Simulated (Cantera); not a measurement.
Feed: 1 mol C3H6, 1.6 mol CO2, held at 27.0 Torr.

Method: chemical equilibrium by Gibbs-energy minimisation in Cantera with the NASA 1993 tables (ideal gas, pure condensed phases). Candidate condensed phases: C, C6H6, C7H8, C8H18, H2O; 110 gas species. The numbers say what is thermodynamically allowed, not how fast it happens.

x: gas mole fraction; n: condensed amount in mol.

| T (K) | x CO | x H2 | x H | x C2H2 (acetylene) | x H2O | x CO2 | x CH4 | n C(graphite) |
|---|---|---|---|---|---|---|---|---|
| 1150 | 0.515 | 0.484 | 2.73e-7 | 1.87e-8 | … | 0.000377 | 0.000197 | 1.40 |
| 1350 | 0.516 | 0.484 | 8.74e-6 | 5.99e-7 | … | 2.80e-5 | 4.86e-5 | 1.40 |
| 1550 | 0.516 | 0.484 | 0.000115 | 7.76e-6 | … | 4.15e-6 | 1.71e-5 | 1.40 |
| 1750 | 0.516 | 0.483 | 0.000852 | 5.55e-5 | … | 9.74e-7 | 7.67e-6 | 1.40 |
| 1950 | 0.515 | 0.480 | 0.00419 | 0.000263 | … | 3.12e-7 | 4.04e-6 | 1.40 |
| 2150 | 0.512 | 0.472 | 0.0153 | 0.000914 | … | 1.24e-7 | 2.35e-6 | 1.39 |
| 2350 | 0.505 | 0.449 | 0.0440 | 0.00248 | … | 5.76e-8 | 1.41e-6 | 1.37 |
| 2550 | 0.489 | 0.401 | 0.104 | 0.00533 | … | 2.93e-8 | 8.03e-7 | 1.33 |

### Question
Complete the blanks.

### Answer

- 1150, x H2O: 0.000421
- 1350, x H2O: 5.15e-5
- 1550, x H2O: 1.09e-5
- 1750, x H2O: 3.30e-6
- 1950, x H2O: 1.28e-6
- 2150, x H2O: 5.86e-7
- 2350, x H2O: 2.95e-7
- 2550, x H2O: 1.52e-7
